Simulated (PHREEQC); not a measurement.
Solution (25 °C): 56 mmol/kgw ZnSO4. Closed to the air; pH follows from the charge balance.

Model: ion-association model, wateq4f.dat, run in PHREEQC.

Each row changes one thing in this solution. No solid was allowed to form.

```json
[
 {"case": "as made", "pH": "5.58", "ionic strength (mol/kgw)": "0.117"},
 {"case": "ZnSO4 from 0.056 to 0.0504 mol/kgw", "pH": "?", "ionic strength (mol/kgw)": "?"},
 {"case": "ZnSO4 replaced by ZnCl2 at the same molality", "pH": "5.12", "ionic strength (mol/kgw)": "0.157"},
 {"case": "ZnSO4 from 0.056 to 0.56 mol/kgw", "pH": "5.41", "ionic strength (mol/kgw)": "0.991"},
 {"case": "ZnSO4 from 0.056 to 0.28 mol/kgw", "pH": "5.44", "ionic strength (mol/kgw)": "?"},
 {"case": "ZnSO4 replaced by Fe2(SO4)3 at the same molality", "pH": "2.53", "ionic strength (mol/kgw)": "0.186"},
 {"case": "ZnSO4 replaced by NaHSO4 at the same molality", "pH": "1.63", "ionic strength (mol/kgw)": "0.108"},
 {"case": "ZnSO4 from 0.056 to 0.0112 mol/kgw", "pH": "5.74", "ionic strength (mol/kgw)": "0.0296"}
]
```

Problem. Some entries are withheld; supply them.

Solution. 
- ZnSO4 from 0.056 to 0.0504 mol/kgw, pH: 5.59
- ZnSO4 from 0.056 to 0.0504 mol/kgw, ionic strength (mol/kgw): 0.106
- ZnSO4 from 0.056 to 0.28 mol/kgw, ionic strength (mol/kgw): 0.508

The ionic strength passes 0.7 mol/kgw, the rough limit of the ion-association models, in ZnSO4 from 0.056 to 0.56 mol/kgw. Complexes and solids missing from the database can't appear. Some of these states are supersaturated (in Hematite (slow to form), Goethite (slow to form), for instance).
